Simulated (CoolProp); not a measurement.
Isobutane along the isobar 1.59 MPa: Z from the reference equation and from simpler models built on Tc = 407.8 K, pc = 3.629 MPa, ω = 0.184; each cubic takes its own stable root.

Model: reference Helmholtz-energy equation of state, Bücker 2006, in CoolProp.

| T (K) | phase | reference | van der Waals | Redlich-Kwong | Soave-Redlich-Kwong | Peng-Robinson |
|---|---|---|---|---|---|---|
| 314.8 | liquid | 0.06640 | 0.1057 | 0.07404 | 0.07180 | 0.06336 |
| 337.7 | liquid | 0.06606 | 0.7306 | 0.07539 | 0.07276 | 0.06417 |
| 360.5 | liquid | 0.06754 | 0.7841 | 0.7340 | 0.07695 | 0.06788 |
| 383.3 | gas | 0.7816 | 0.8217 | 0.7907 | 0.7854 | 0.7686 |
| 406.1 | gas | 0.8288 | 0.8499 | 0.8301 | 0.8298 | 0.8140 |
| 429 | gas | 0.8621 | 0.8719 | 0.8596 | 0.8626 | 0.8476 |
| 451.8 | gas | 0.8869 | 0.8895 | 0.8822 | 0.8876 | 0.8735 |
| 474.6 | gas | 0.9060 | 0.9039 | 0.9002 | 0.9073 | 0.8939 |
| 497.4 | gas | 0.9212 | 0.9159 | 0.9147 | 0.9231 | 0.9104 |
| 520.3 | gas | 0.9336 | 0.9260 | 0.9267 | 0.9361 | 0.9241 |
| 543.1 | gas | 0.9437 | 0.9345 | 0.9366 | 0.9467 | 0.9353 |

At some of these states van der Waals, Redlich-Kwong gives the other phase, because its saturation line lies elsewhere.
